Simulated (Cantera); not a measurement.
Input (Python, Cantera) and output of one run.

```python
import numpy as np
import cantera as ct

gas_names = """
    Fe H H2 H2S N NH NH2 NH3 N2 N2H2 N2H4 S SH SN S2 S8
""".split()
cond_names = """
    Fe(a) Fe(c) Fe(d) Fe(L) FeS(a) FeS(b) FeS(c) FeS(L) FeS2(s) S(cr1) S(cr2) S(L)
""".split()


# ... load() reads the species with a 1 bar reference pressure and builds the phases ...
atoms = {
    'FeS2': {'Fe': 1, 'S': 2},
    'H2S': {'H': 2, 'S': 1},
    'N2': {'N': 2},
}
top_T = {'FeS2(s)': 1010}  # K; cautious upper limits of use, not melting points


# ... equilibrate(T, P, feed) seeds the gas with the atoms and calls Mixture.equilibrate('TP', solver="vcs", rtol=1e-11, max_steps=5000) ...
results = []
T = 1625  # K
P = 1000  # Pa
for m in [0.12, 0.4, 0.68, 0.96, 1.2, 1.5, 1.8, 2.1, 2.4, 2.6]:
    feed = {'FeS2': 1, 'H2S': m, 'N2': 32}  # mol
    mix = equilibrate(T, P, feed)
    results.append((T, P, feed, dict(zip(mix.species_names, mix.species_moles))))

top = {s: max(r[3][s] / sum(r[3][g] for g in gas_names) for r in results) for s in gas_names}
cols = sorted((s for s in top if top[s] > 0.001), key=lambda s: -top[s])[:9]
seen = [c for c in cond_names if any(r[3].get(c, 0) > 1e-12 for r in results)]
print("log10 of partial pressures in bar; condensed amounts in mol")
print(f"{'n(H2S)':>10s}" + "".join(f"{s[:9]:>10s}" for s in cols + seen))
for T, P, feed, n in results:
    ng = sum(n[g] for g in gas_names)
    print(f"{feed['H2S']:10.4g}" + "".join(f"{np.log10(max(n[s] / ng * P / 1e5, 1e-99)):10.3f}" for s in cols)
          + "".join(f"{n.get(c, 0):10.4g}" for c in seen))
```

It prints:

```
log10 of partial pressures in bar; condensed amounts in mol
    n(H2S)        N2        H2        S2       H2S        SH    FeS(L)
      0.12    -2.009    -4.461    -3.771    -6.029    -5.708    0.9962
       0.4    -2.015    -3.939    -3.684    -5.464    -5.403    0.9965
      0.68    -2.020    -3.714    -3.613    -5.203    -5.255    0.9968
      0.96    -2.025    -3.570    -3.553    -5.029    -5.153    0.9969
       1.2    -2.030    -3.478    -3.509    -4.915    -5.085    0.9971
       1.5    -2.036    -3.387    -3.461    -4.800    -5.016    0.9972
       1.8    -2.041    -3.314    -3.419    -4.705    -4.958    0.9973
       2.1    -2.047    -3.253    -3.381    -4.626    -4.909    0.9974
       2.4    -2.052    -3.201    -3.347    -4.557    -4.866    0.9974
       2.6    -2.055    -3.170    -3.327    -4.516    -4.840    0.9975
```

Equilibrium computed with Cantera from the NASA thermochemical tables; the gas is ideal and each condensed phase is pure. FeS: taken at fixed stoichiometry.
